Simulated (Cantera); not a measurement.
Feed: 1 mol C2H5OH, 0.21 mol NH3, 26 mol H2, at 2298 K and 33000 Pa.

These are equilibrium values from Cantera (NASA tables, ideal gas, pure condensed phases), not measurements of a reactor. Candidate condensed phases: C, C6H6, C7H8, C8H18, H2O; 136 gas species. The numbers say what is thermodynamically allowed, not how fast it happens.

Base state: H2 0.943, CO 0.0326, H 0.0162, C2H2 (acetylene) 0.00403, N2 0.00237, HCN 0.00193, HNC 0.000175, CH4 6.30e-5 (mole fractions); condensed: C(graphite).

Problem. What changes in the equilibrium state with this change: NH3 from 0.21 to 0.013 mol?

Solution. 
```
species             before     after
----------------  --------  --------
H2                   0.943     0.946
CO                  0.0326    0.0330
H                   0.0162    0.0162
N2                 0.00237   5.46e-5
HCN                0.00193  0.000293
HNC               0.000175   2.67e-5
CH4                6.30e-5   6.35e-5
CH3                2.03e-5   2.05e-5
C(graphite), mol     0.684     0.741
```

Problem. What changes in the equilibrium state with this change: NH3 from 0.21 to 2.5 mol?

Solution. 
```tsv
species	before	after
H2	0.943	0.913
N2	0.00237	0.0316
CO	0.0326	0.0283
HCN	0.00193	0.00694
H	0.0162	0.0159
HNC	0.000175	0.000631
CH4	6.30e-5	5.91e-5
C(graphite), mol	0.684	0.453
```
